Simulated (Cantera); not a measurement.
A closed system holds: 1 mol Fe(CO)5, 0.76 mol N2, equilibrated at 39.0 Torr.

Method: chemical equilibrium by Gibbs-energy minimisation in Cantera with the NASA 1993 tables (ideal gas, pure condensed phases). Candidate condensed phases: C, Fe, Fe(CO)5, FeO, Fe2O3, Fe3O4; 27 gas species. Condensed phases not in the tables: cementite and carbon dissolved in iron. Equilibrium is a limit: real reactors are often held back by kinetics, nucleation or transport.

Question: At 702 °C, list the 3 most abundant gas species with their mole fractions, and the condensed phases.

Answer: CO 0.829, N2 0.136, CO2 0.0343. Condensed: C(graphite) + Fe(α).
